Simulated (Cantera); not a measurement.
## Ignition delay

Mixture: 9.74 % CH3OH, 19.0 % O2, 71.3 % N2, equivalence ratio 0.77, at 1.01 bar, adiabatic and at constant pressure. Ignition delay is the time to a rise of 400 K.

Cantera simulation using GRI-Mech 3.0 (53 species, 325 reactions); the numbers are that mechanism's predictions, not measurements. GRI-Mech 3.0 was tuned for natural gas; its chemistry of methanol as a main component is partial and can be far from experiment.

```csv
T0 (K),delay (ms)
1175,15.3
1225,6.73
1275,3.20
1325,1.63
1375,0.883
1425,0.507
1475,0.308
1525,0.195
1575,0.129
```

| Item | Result |
|---|---|
| apparent activation energy between 1475 and 1575 K | 170 kJ/mol |
